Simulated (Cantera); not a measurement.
Charge: 1 mol MgF2, 5.7 mol H2, at 1552 °C and 12000 Pa.

Equilibrium computed with Cantera from the NASA thermochemical tables; the gas is ideal and each condensed phase is pure. The tables' values for MgH are old estimates; treat these amounts as uncertain. Kinetics and transport are ignored.

```
species        before     after
------------  -------  --------
H2              0.887     0.727
HF             0.0451     0.126
MgF2           0.0410    0.0659
Mg             0.0193    0.0523
MgF           0.00643    0.0208
H             0.00120   0.00767
Mg2F4         2.92e-5   9.70e-6
MgH           8.68e-5  0.000255
MgF2(l), mol    0.581         0
```
Gas species are given as mole fractions.

Question: Name the change that produced these shifts.
(A) pressure from 12000 Pa to 100000 Pa
(B) temperature from 1552 °C to 977 °C
(C) temperature from 1552 °C to 1500 °C
(D) temperature from 1552 °C to 1827 °C

Answer: D, temperature from 1552 °C to 1827 °C
